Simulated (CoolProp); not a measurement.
Vapour-liquid equilibrium of acetone (1) + n-nonane (2) at 0.0854 MPa; x and y are mole fractions of (1).

Values from CoolProp's multi-fluid Helmholtz-energy mixture model, Lemmon 2006 and Lemmon 2006; pair parameters Bell 2016.

| x | bubble temperature (K) | y at the bubble point | dew temperature at overall composition x (K) | liquid density (mol/L) |
|---|---|---|---|---|
| 0.05 | ___ | 0.671 | 415.7 | ___ |
| 0.15 | 350.1 | 0.907 | 411.7 | 5.763 |
| 0.25 | 339.2 | 0.945 | 407.3 | 6.253 |
| 0.35 | 334.7 | 0.958 | 402.5 | 6.760 |
| 0.45 | 332.7 | 0.963 | 397.1 | ___ |
| 0.55 | 331.5 | 0.966 | 390.8 | 7.968 |
| 0.65 | 330.4 | 0.969 | 383.4 | 8.729 |
| 0.75 | 329.2 | 0.974 | ___ | 9.643 |
| 0.85 | 327.5 | 0.981 | 361.0 | 10.76 |
| 0.95 | ___ | 0.992 | 337.6 | 12.16 |

**Question.** Fill in the missing entries.

**Answer.** 
- 0.05, bubble temperature (K): 381.7
- 0.05, liquid density (mol/L): 5.192
- 0.45, liquid density (mol/L): 7.322
- 0.75, dew temperature at overall composition x (K): 374.0
- 0.95, bubble temperature (K): 325.5

No azeotrope shows between x = 0.05 and 0.95.

Pair parameters are fitted to limited data, so mixtures are less certain than the pure fluids. With so large a gap from Raoult's law the liquid may split in two, which this calculation doesn't test in full.
